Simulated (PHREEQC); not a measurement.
Dissolve 0.017 mol ZnSO4, 5.4e-05 mol Na2SO4 and 0.012 mol FeSO4 per kg of water at 25 °C. Closed to the air; pH follows from the charge balance.

The numbers come from PHREEQC with the ion-association model, phreeqc.dat.

Each row changes one thing in this solution. This is a speciation only: nothing precipitates in the calculation.

```json
[
 {"case": "as made", "pH": "5.74", "ionic strength (mol/kgw)": "0.0699", "SO4-2 (mol/kgw)": "0.0166", "Zn+2 (mol/kgw)": "0.00962", "ZnSO4 (mol/kgw)": "0.00647", "Zn(SO4)2-2 (mol/kgw)": "0.000897", "SI of Zn(OH)2(e) (Zn(OH)2)": "-2.42"},
 {"case": "diluted 100-fold with water", "pH": "6.35", "ionic strength (mol/kgw)": "0.00111", "SO4-2 (mol/kgw)": "0.000278", "Zn+2 (mol/kgw)": "0.000162", "ZnSO4 (mol/kgw)": "7.84e-6", "Zn(SO4)2-2 (mol/kgw)": "1.78e-8", "SI of Zn(OH)2(e) (Zn(OH)2)": "___"},
 {"case": "FeSO4 left out", "pH": "5.70", "ionic strength (mol/kgw)": "0.0427", "SO4-2 (mol/kgw)": "0.0102", "Zn+2 (mol/kgw)": "0.0106", "ZnSO4 (mol/kgw)": "0.00587", "Zn(SO4)2-2 (mol/kgw)": "0.000499", "SI of Zn(OH)2(e) (Zn(OH)2)": "___"},
 {"case": "temperature from 25 to 30 °C", "pH": "5.67", "ionic strength (mol/kgw)": "0.0689", "SO4-2 (mol/kgw)": "0.0164", "Zn+2 (mol/kgw)": "0.00957", "ZnSO4 (mol/kgw)": "0.00656", "Zn(SO4)2-2 (mol/kgw)": "0.000865", "SI of Zn(OH)2(e) (Zn(OH)2)": "-2.56"},
 {"case": "diluted 10-fold with water", "pH": "5.98", "ionic strength (mol/kgw)": "0.00946", "SO4-2 (mol/kgw)": "0.00236", "Zn+2 (mol/kgw)": "0.00135", "ZnSO4 (mol/kgw)": "0.000339", "Zn(SO4)2-2 (mol/kgw)": "6.57e-6", "SI of Zn(OH)2(e) (Zn(OH)2)": "___"},
 {"case": "temperature from 25 to 20 °C", "pH": "___", "ionic strength (mol/kgw)": "0.0710", "SO4-2 (mol/kgw)": "0.0168", "Zn+2 (mol/kgw)": "0.00969", "ZnSO4 (mol/kgw)": "0.00638", "Zn(SO4)2-2 (mol/kgw)": "0.000932", "SI of Zn(OH)2(e) (Zn(OH)2)": "-2.27"}
]
```

**Question.** What belongs in the gaps?

**Answer.** 
- diluted 100-fold with water, SI of Zn(OH)2(e) (Zn(OH)2): -2.65
- FeSO4 left out, SI of Zn(OH)2(e) (Zn(OH)2): -2.39
- diluted 10-fold with water, SI of Zn(OH)2(e) (Zn(OH)2): -2.58
- temperature from 25 to 20 °C, pH: 5.81
